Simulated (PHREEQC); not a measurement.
Make-up at 25 °C: 0.0017 mol H2SO4, 0.0031 mol Al(NO3)3 and 0.00051 mol H3BO3 per kg of water. Closed to the air; pH follows from the charge balance.

The numbers come from PHREEQC with the ion-association model, phreeqc.dat.

The ionic strength comes out as 0.0175 mol/kgw. What activity coefficients do H+, Al(SO4)2-, Al+3, HSO4-, SO4-2 get?

H+ 0.89, Al(SO4)2- 0.88, Al+3 0.37, HSO4- 0.88, SO4-2 0.60.

This is a speciation only: nothing precipitates in the calculation.
